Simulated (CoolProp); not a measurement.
Cyclopropane along the isobar 13.2 MPa: fugacity coefficient from the reference equation and from simpler models built on Tc = 398.7 K, pc = 5.605 MPa, ω = 0.131; each cubic takes its own stable root.

The numbers come from the reference Helmholtz-energy equation of state, Polt 1992 in CoolProp. This equation is an older, rougher fit; its heat capacities, sound speeds and derivatives of the liquid may be far off and weren't checked against measurements.

```json
[
 {"T (K)": "295.8", "phase": "liquid", "reference": "0.06417"},
 {"T (K)": "306", "phase": "liquid", "reference": "0.08157"},
 {"T (K)": "316.1", "phase": "liquid", "reference": "0.1014"},
 {"T (K)": "326.3", "phase": "liquid", "reference": "0.1241"},
 {"T (K)": "336.5", "phase": "liquid", "reference": "0.1495"},
 {"T (K)": "346.6", "phase": "liquid", "reference": "0.1772"},
 {"T (K)": "356.8", "phase": "liquid", "reference": "0.2074"},
 {"T (K)": "367", "phase": "liquid", "reference": "0.2398"},
 {"T (K)": "377.1", "phase": "liquid", "reference": "0.2737"},
 {"T (K)": "387.3", "phase": "liquid", "reference": "0.3093"},
 {"T (K)": "397.4", "phase": "liquid", "reference": "0.3455"},
 {"T (K)": "407.6", "phase": "supercritical", "reference": "0.3826"},
 {"T (K)": "417.8", "phase": "supercritical", "reference": "0.4197"},
 {"T (K)": "427.9", "phase": "supercritical", "reference": "0.4559"},
 {"T (K)": "438.1", "phase": "supercritical", "reference": "0.4912"},
 {"T (K)": "448.3", "phase": "supercritical", "reference": "0.5248"}
]
```

Problem. How far does each simpler model (van der Waals, Redlich-Kwong, Soave-Redlich-Kwong, Peng-Robinson) lie from the reference over these 16 states: mean and median of the absolute difference, and the worst?

Solution. 
- van der Waals: mean 45.2 %, median 30.9 %, worst +142.6 % at 295.8 K and 13.2 MPa
- Redlich-Kwong: mean 8.8 %, median 8.0 %, worst +19.3 % at 295.8 K and 13.2 MPa
- Soave-Redlich-Kwong: mean 4.6 %, median 4.7 %, worst +5.0 % at 346.6 K and 13.2 MPa
- Peng-Robinson: mean 1.4 %, median 1.3 %, worst -1.9 % at 448.3 K and 13.2 MPa
